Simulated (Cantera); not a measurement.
An isothermal, constant-pressure homogeneous reactor starts with CO : O2 : H2O : N2 = 0.0023 : 0.011 : 0.0082 : 1 (molar parts), equivalence ratio 0.10, at 1123 K and 0.133 bar.

Cantera simulation using GRI-Mech 3.0 (53 species, 325 reactions); the numbers are that mechanism's predictions, not measurements.

x: mole fraction; the columns are a selection and need not sum to one.

```tsv
t (s)	x CO	x O2	x H2O	x O	x H	x HO2	x NO2
9.00e-6	0.00225	0.0108	0.00803	<1e-12	<1e-12	<1e-12	<1e-12
3.27e-5	0.00225	0.0108	0.00803	1.41e-12	<1e-12	<1e-12	<1e-12
0.000119	0.00225	0.0108	0.00803	5.10e-12	<1e-12	<1e-12	<1e-12
0.000433	0.00225	0.0108	0.00803	1.83e-11	<1e-12	<1e-12	<1e-12
0.00157	0.00225	0.0108	0.00803	6.44e-11	2.27e-12	1.09e-12	<1e-12
0.00572	0.00225	0.0108	0.00803	2.91e-10	3.86e-11	1.04e-11	<1e-12
0.0208	0.00225	0.0108	0.00803	1.41e-8	(withheld)	1.06e-9	<1e-12
0.0756	0.00152	0.0104	0.00787	0.000170	(withheld)	5.19e-7	<1e-12
0.275	5.24e-5	0.00967	0.00801	1.67e-5	(withheld)	2.30e-7	4.13e-11
1.00	3.03e-6	0.00965	0.00803	1.04e-6	(withheld)	2.94e-8	1.74e-10
```

What belongs in the gaps?


- 0.0208, x H: 2.83e-9
- 0.0756, x H: 0.000118
- 0.275, x H: 4.33e-6
- 1.00, x H: 6.92e-8
